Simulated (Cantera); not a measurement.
A Cantera script and what it prints.

```python
import numpy as np
import cantera as ct

gas_names = """
    H H2 N NH NH2 NH3 N2 N2H2 N2H4 Si SiH SiH2 SiH3 SiH4 SiN Si2 Si2N Si3
""".split()
cond_names = """
    Si(cr) Si(L) Si3N4(a)
""".split()


# ... load() reads the species with a 1 bar reference pressure and builds the phases ...
atoms = {
    'SiH4': {'Si': 1, 'H': 4},
    'N2': {'N': 2},
}
top_T = {'Si3N4(a)': 2400}  # K; cautious upper limits of use, not melting points


# ... equilibrate(T, P, feed) seeds the gas with the atoms and calls Mixture.equilibrate('TP', solver="vcs", rtol=1e-11, max_steps=5000) ...
results = []
feed = {'SiH4': 1, 'N2': 8.4}  # mol
T = 1523.15  # K
P = 1000  # Pa
mix = equilibrate(T, P, feed)
results.append((T, P, feed, dict(zip(mix.species_names, mix.species_moles))))
x = sorted(zip(gas.X, gas.species_names), reverse=True)
print(f"T = {T:g} K  P = {P:g} Pa  gas = {mix.phase_moles(0):.4g} mol")
print("   x: " + "  ".join(f"{s} {v:.3e}" for v, s in x if v > 1e-05))
print("   condensed (mol): " + ("  ".join(f"{mix.phase(i).name} {mix.phase_moles(i):.4g}"
      for i in range(1, mix.n_phases) if mix.phase_moles(i) > 1e-12) or "none"))
```

Output:

```
T = 1523.15 K  P = 1000 Pa  gas = 9.734 mol
   x: N2 7.945e-01  H2 2.054e-01  H 1.049e-04
   condensed (mol): Si3N4(a) 0.3333
```

These are equilibrium values from Cantera (NASA tables, ideal gas, pure condensed phases), not measurements of a reactor.
